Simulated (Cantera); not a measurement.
An adiabatic, constant-volume homogeneous reactor starts with CO : H2 : CH4 : O2 : N2 = 1 : 0.031 : 0.052 : 0.659 : 2.48 (molar parts), equivalence ratio 0.94, at 1525 K and 0.533 atm. Integrator tolerance rtol = 1e-08.

Detailed kinetics in Cantera: GRI-Mech 3.0 (53 species, 325 reactions).

**Question.** What does this change do: 0.26 parts CO2 added?

**Answer.** 
```tsv
quantity	before	after
time of steepest temperature rise	0.117 ms	0.126 ms
temperature at 1.00 s	2819 K	2735 K
equilibrium temperature	2819 K	2735 K
x(CO) at 1.00 s	0.113 (gas-phase equilibrium 0.113)	0.108 (gas-phase equilibrium 0.108)
x(H2) at 1.00 s	0.00249 (gas-phase equilibrium 0.00249)	0.00186 (gas-phase equilibrium 0.00186)
x(CH4) at 1.00 s	<1e-12 (gas-phase equilibrium <1e-12)	<1e-12 (gas-phase equilibrium <1e-12)
x(NO) at 1.00 s	0.0165 (gas-phase equilibrium 0.0165)	0.0141 (gas-phase equilibrium 0.0141)
x(CH2O) at 1.00 s	1.07e-10 (gas-phase equilibrium 1.07e-10)	7.38e-11 (gas-phase equilibrium 7.38e-11)
x(O) at 1.00 s	0.0137 (gas-phase equilibrium 0.0137)	0.00987 (gas-phase equilibrium 0.00987)
```

**Question.** What does this change do: constant pressure in place of constant volume?

**Answer.** 
```csv
quantity,before,after
time of steepest temperature rise,0.117 ms,0.118 ms
temperature at 1.00 s,2819 K,2701 K
equilibrium temperature,2819 K,2701 K
x(CO) at 1.00 s,0.113 (gas-phase equilibrium 0.113),0.101 (gas-phase equilibrium 0.101)
x(H2) at 1.00 s,0.00249 (gas-phase equilibrium 0.00249),0.00227 (gas-phase equilibrium 0.00227)
x(CH4) at 1.00 s,<1e-12 (gas-phase equilibrium <1e-12),<1e-12 (gas-phase equilibrium <1e-12)
x(NO) at 1.00 s,0.0165 (gas-phase equilibrium 0.0165),0.0136 (gas-phase equilibrium 0.0136)
x(CH2O) at 1.00 s,1.07e-10 (gas-phase equilibrium 1.07e-10),4.99e-11 (gas-phase equilibrium 4.99e-11)
x(O) at 1.00 s,0.0137 (gas-phase equilibrium 0.0137),0.0109 (gas-phase equilibrium 0.0109)
```

**Question.** What does this change do: pressure from 0.533 atm to 0.207 atm?

**Answer.** 
```csv
quantity,before,after
time of steepest temperature rise,0.117 ms,0.293 ms
temperature at 1.00 s,2819 K,2735 K
equilibrium temperature,2819 K,2735 K
x(CO) at 1.00 s,0.113 (gas-phase equilibrium 0.113),0.119 (gas-phase equilibrium 0.119)
x(H2) at 1.00 s,0.00249 (gas-phase equilibrium 0.00249),0.00270 (gas-phase equilibrium 0.00270)
x(CH4) at 1.00 s,<1e-12 (gas-phase equilibrium <1e-12),<1e-12 (gas-phase equilibrium <1e-12)
x(NO) at 1.00 s,0.0165 (gas-phase equilibrium 0.0165),0.0149 (gas-phase equilibrium 0.0149)
x(CH2O) at 1.00 s,1.07e-10 (gas-phase equilibrium 1.07e-10),4.62e-11 (gas-phase equilibrium 4.62e-11)
x(O) at 1.00 s,0.0137 (gas-phase equilibrium 0.0137),0.0163 (gas-phase equilibrium 0.0163)
```
